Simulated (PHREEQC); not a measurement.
Solution (5 °C and 50 atm): 0.0042 mol Pb(NO3)2, 0.13 mol KNO3 and 0.031 mol Zn(NO3)2 per kg of water. Closed to the air; pH follows from the charge balance.

Equilibrium calculation in PHREEQC: ion-association model, phreeqc.dat.

Each row changes one thing in this solution. No solid was allowed to form.

| case | pH | ZnOH+ (mol/kgw) | Zn(OH)2 (mol/kgw) |
|---|---|---|---|
| as made | 5.36 | 5.92e-7 | 5.81e-9 |
| Pb(NO3)2 left out | 5.83 | 1.76e-6 | 5.08e-8 |
| 0.0022 mol/kgw CaCl2 added | 5.36 | 5.81e-7 | 5.63e-9 |
| Zn(NO3)2 from 0.031 to 0.0062 mol/kgw | 5.35 | 1.28e-7 | 1.26e-9 |
| KNO3 from 0.13 to 0.013 mol/kgw | 5.27 | 5.84e-7 | 5.01e-9 |

Species that the database lacks are ignored. Under pressure, the constants of complexes without a molar volume in the database are unreliable. At this temperature some constants are extrapolated from 25 °C, and those without enthalpy data are left unchanged.
